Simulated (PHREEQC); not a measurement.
Model water analysis in mmol/kgw, 35 °C, pH 6.63:

```
constituent           mmol/kgw
--------------------  --------
Na                         210
K                         9.99
Ca                        9.69
Mg                        12.9
Cl                         245
S(6)                      12.5
Alkalinity (meq/kgw)    0.0379
Sr                       0.029
```

Valence states are taken as typed.

Equilibrium calculation in PHREEQC: Pitzer model, pitzer.dat.

No solid was allowed to form.

**Question.** Predict the activity of water.

**Answer.** activity of water 0.992.

**Question.** In which forms is C present?

**Answer.** HCO3- 75 %, CO2 25 % of the C.
